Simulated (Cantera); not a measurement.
An adiabatic, constant-pressure homogeneous reactor starts with CH4 : O2 : N2 : H2 = 1 : 1.82 : 6.84 : 0.17 (molar parts), equivalence ratio 1.1, at 1648 K and 2.80 bar.

Cantera simulation using GRI-Mech 3.0 (53 species, 325 reactions); the numbers are that mechanism's predictions, not measurements.

Q: Predict: time of steepest temperature rise; temperature at 0.400 s; equilibrium temperature; x(O2) at 0.400 s; x(O) at 0.400 s; x(N2O) at 0.400 s.

A: 
- time of steepest temperature rise = 90.7 µs
- temperature at 0.400 s = 2893 K
- equilibrium temperature = 2893 K
- x(O2) at 0.400 s = 0.00956 (gas-phase equilibrium 0.00956)
- x(O) at 0.400 s = 0.00455 (gas-phase equilibrium 0.00455)
- x(N2O) at 0.400 s = 7.01e-7 (gas-phase equilibrium 7.01e-7)
